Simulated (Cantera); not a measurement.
Low-pressure radical oxidation in H2/O2

An isothermal, constant-pressure homogeneous reactor starts with 2.06 % H2, 97.9 % O2, at 950 K and 0.0267 bar.

Detailed kinetics in Cantera: the H2/O2 subset of GRI-Mech 3.0, which has no nitrogen chemistry. Radical loss at walls, strong at low pressure, is not modelled.

```tsv
t (s)	x H2	x O2	x H2O2	x HO2	x H2O
5.00e-6	0.0206	0.979	<1e-12	<1e-12	<1e-12
2.45e-5	0.0206	0.979	<1e-12	2.28e-12	<1e-12
0.000120	0.0206	0.979	<1e-12	1.14e-11	1.40e-12
0.000589	0.0206	0.979	<1e-12	5.94e-11	8.11e-11
0.00289	0.0206	0.979	<1e-12	2.90e-9	5.70e-8
0.0141	0.000723	0.975	2.26e-7	9.40e-6	0.0193
0.0693	1.70e-5	0.979	6.01e-8	1.68e-6	0.0207
0.340	9.03e-7	0.979	2.60e-8	2.37e-7	0.0208
1.67	3.70e-8	0.979	6.83e-9	2.58e-8	0.0208
8.16	1.72e-9	0.979	1.45e-9	3.46e-9	0.0208
40.0	2.11e-10	0.979	3.06e-10	5.97e-10	0.0208
```
x: mole fraction; the columns are a selection and need not sum to one.

Equilibrium at this temperature and pressure: H2 2.36e-12, O2 0.979, H2O2 4.82e-12, HO2 2.35e-10, H2O 0.0208 (gas phase only).
